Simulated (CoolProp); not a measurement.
Vapour-liquid equilibrium of CH2F2 (R32) (1) + fluoroethane (R161) (2) at 215.1 K; x and y are mole fractions of (1).

Model: multi-fluid Helmholtz-energy mixture model, Tillner-Roth 1997 and Wu 2012; pair parameters Bell 2016, in CoolProp.

**Question.** Give the bubble pressure and the first vapour's composition at x = 0.25, 0.35, 0.85. Is there an azeotrope?

**Answer.** x = 0.25: 0.04792 MPa, y = 0.427; x = 0.35: 0.05181 MPa, y = 0.531; x = 0.85: 0.06792 MPa, y = 0.906. No azeotrope shows between x = 0.05 and 0.95.

The pair parameters rest on a limited set of measurements; away from them the model extrapolates.
